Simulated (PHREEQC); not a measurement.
Dissolve 13 mmol/kgw HBr and 0.12 mmol/kgw MgCl2 at 36 °C. Closed to the air; pH follows from the charge balance.

Model: Pitzer model, pitzer.dat, run in PHREEQC.

```json
[
 {"quantity": "pH", "before": "1.93", "after": "2.90"},
 {"quantity": "SI of Bischofite (MgCl2:6H2O)", "before": "-15.93", "after": "-18.73"},
 {"quantity": "SI of MgCl2_4H2O (MgCl2:4H2O)", "before": "-18.23", "after": "-21.03"}
]
```

Problem. Name the change that produced these shifts.
(A) MgCl2 from 0.00012 to 0.00018 mol/kgw
(B) diluted 10-fold with water
(C) MgCl2 from 0.00012 to 6e-05 mol/kgw
(D) 0.011 mol/kgw K2SO4 added

Solution. B, diluted 10-fold with water

No solid was allowed to form. Constants without temperature data keep their 25 °C values here.
